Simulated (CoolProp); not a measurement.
The numbers come from the reference Helmholtz-energy equation of state, Thol 2016 in CoolProp.

Problem. For hexamethyldisiloxane (MM), give the phase and the cp (kJ/(kg K)), speed of sound (m/s) at 346.85 °C and 30.5 kPa.

Solution. 
- 346.85 °C and 30.5 kPa: gas; cp 2.27, speed of sound 180
